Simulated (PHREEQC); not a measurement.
Make-up at 25 °C: 0.061 mol Al2(SO4)3 and 0.00017 mol H2SO4 per kg of water. Closed to the air; pH follows from the charge balance.

Equilibrium calculation in PHREEQC: ion-association model, phreeqc.dat.

No solid was allowed to form.

Task: What pH, ionic strength does the model give?

Result: pH 3.69; ionic strength 0.189 mol/kgw.

Task: In which forms is S present?

Result: AlSO4+ 43 %, Al(SO4)2- 34 %, SO4-2 23 % of the S.

The solution is supersaturated, for example in Gibbsite (slow to form), so a real one may precipitate; this is no full list. Species that the database lacks are ignored.
